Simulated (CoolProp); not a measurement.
Vapour-liquid equilibrium of ethanol (1) + benzene (2) at 0.402 MPa; x and y are mole fractions of (1).

Model: multi-fluid Helmholtz-energy mixture model, Schroeder 2014 and Thol 2012; pair parameters Bell 2016, in CoolProp.

### Question
Give the bubble temperature and the first vapour's composition at x = 0.35, 0.725, 0.8. Is there an azeotrope?

### Answer
x = 0.35: 386.0 K, y = 0.492; x = 0.725: 385.7 K, y = 0.654; x = 0.8: 386.6 K, y = 0.718. y crosses x between x = 0.5 and 0.575: the model has an azeotrope there.

Pair parameters are fitted to limited data, so mixtures are less certain than the pure fluids.
